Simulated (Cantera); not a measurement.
Charge: 1 mol Si2H6, 0.25 mol HCl, 3.7 mol H2, held at 65.0 mbar.

These are equilibrium values from Cantera (NASA tables, ideal gas, pure condensed phases), not measurements of a reactor. Candidate condensed phases: Si; 19 gas species. The feed counts by its element totals alone. Rates play no part.

Over these rows the condensed part is Si(s). Partial pressures as log10 of bar:

| T (K) | 1000/T (1/K) | log p SiCl2 | log p H2 | log p HCl |
|---|---|---|---|---|
| 898 | 1.1136 | -5.77 | -1.19 | -3.55 |
| 948 | 1.0549 | -5.31 | -1.19 | -3.34 |
| 998 | 1.0020 | -4.91 | -1.19 | -3.17 |
| 1048 | 0.9542 | -4.57 | -1.20 | -3.02 |
| 1098 | 0.9107 | ? | -1.20 | -2.90 |
| 1148 | 0.8711 | -4.08 | -1.20 | -2.81 |

Problem. Fit log p(SiCl2) = a + b·(1000/T) to the five rows, give the apparent enthalpy, and predict the row at 1098 K.

Solution. Means: 1000/T = 0.9992, log p = -4.928. Sxy = -0.242291, Sxx = 0.0346323, so b = -7.00 and a = -4.928 − (-7.00)×0.9992 = 2.07.
Apparent enthalpy: −19.145 × (-7.00) = 134 kJ/mol. With the condensed phases at unit activity, Si(s) + 2 HCl(g) = SiCl2(g) + H2(g) links this pressure to the main gases: over the six rows their terms move log p by +1.49 in all, so the slope isn't that reaction's ΔH° alone. The five rows lie within 0.05 of the line.
Prediction at 1098 K: 2.07 + (-7.00)×0.9107 = -4.30. The computed value is -4.29, 0.01 from the line.
